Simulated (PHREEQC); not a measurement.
A solution holds 35 mmol/kgw K2CO3, 0.84 mmol/kgw H2SO4 and 0.86 mmol/kgw NaBF4, at 45 °C. Closed to the air; pH follows from the charge balance.

All values are PHREEQC results (ion-association model, phreeqc.dat), not measurements.

| Quantity | Result |
|---|---|
| pH | 10.49 |
| ionic strength | 0.0990 mol/kgw |
| specific conductance | 11700 µS/cm |
| density | 0.995 g/cm³ |
| total alkalinity | 65.7 meq/kg |

| species | molality | activity | log γ |
|---|---|---|---|
| K+ | 0.0698 | 0.0529 | -0.120 |
| CO3-2 | 0.0280 | 0.0105 | -0.426 |
| HCO3- | 0.00675 | 0.00528 | -0.107 |
| F- | 0.00344 | 0.00260 | -0.122 |
| OH- | 0.00166 | 0.00125 | -0.122 |
| H2BO3- | 0.000835 | 0.000647 | -0.111 |
| SO4-2 | 0.000678 | 0.000245 | -0.442 |

No solid was allowed to form. Complexes and solids missing from the database can't appear. At this temperature some constants are extrapolated from 25 °C, and those without enthalpy data are left unchanged. Real BF4- forms and hydrolyses slowly; the run takes it at equilibrium.
